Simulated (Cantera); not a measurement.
Input: 1 mol CF4, 0.18 mol HCl, held at 3425 K and 1.33 mbar.

These are equilibrium values from Cantera (NASA tables, ideal gas, pure condensed phases), not measurements of a reactor. Rates play no part.

```tsv
species	before	after
F	0.764	0.799
C	0.124	0.127
CF	0.0180	0.0193
Cl	0.0356	0.0154
H	0.0266	0.0114
C3	0.0104	0.0112
C2	0.0121	0.0127
HF	0.00902	0.00404
C2H	1.28e-5	5.73e-6
CF2	7.08e-5	7.93e-5
C4	9.78e-6	1.08e-5
```
Gas species are given as mole fractions.

### Question
Which change was made?
A) temperature from 3425 K to 848.15 K
B) temperature from 3425 K to 3198.15 K
C) HCl from 0.18 to 0.013 mol
D) HCl from 0.18 to 0.075 mol

### Answer
D, HCl from 0.18 to 0.075 mol
